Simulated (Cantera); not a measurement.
Cantera with NASA thermochemical tables; ideal gases at 1 bar, condensed phases pure. Values are per mole of reaction as written; species without (g) are pure solids or liquids, kept so even where they would boil at 1 bar.

2 Cr₂N + 3 H₂(g) + 6 O₂(g) = 2 NH₃(g) + 4 CrO₃(g)

| T (K) | ΔH° (kJ) | ΔS° (J/K) | ΔG° (kJ) | log10 K |
|---|---|---|---|---|
| 898 | -1051.3 | -379.2 | -710.8 | 41.35 |
| 998 | -1056.6 | -384.8 | -672.6 | 35.20 |
| 1098 | -1062.0 | -389.9 | -633.9 | 30.15 |
| 1198 | -1067.7 | -394.9 | -594.6 | 25.93 |
| 1298 | -1073.6 | -399.6 | -554.9 | 22.33 |
| 1398 | -1079.9 | -404.3 | -514.7 | 19.23 |
| 1498 | ? | ? | ? | ? |
| 1598 | ? | ? | ? | ? |
| 1698 | -1101.2 | -418.1 | -391.4 | 12.04 |
| 1798 | -1109.2 | -422.6 | -349.3 | 10.15 |
| 1898 | -1117.7 | -427.2 | -306.8 | 8.44 |

**Question.** Complete the blanks.

**Answer.** 
- 1498, ΔH° (kJ): -1086.6
- 1498, ΔS° (J/K): -408.9
- 1498, ΔG° (kJ): -474.1
- 1498, log10 K: 16.53
- 1598, ΔH° (kJ): -1093.7
- 1598, ΔS° (J/K): -413.5
- 1598, ΔG° (kJ): -432.9
- 1598, log10 K: 14.15
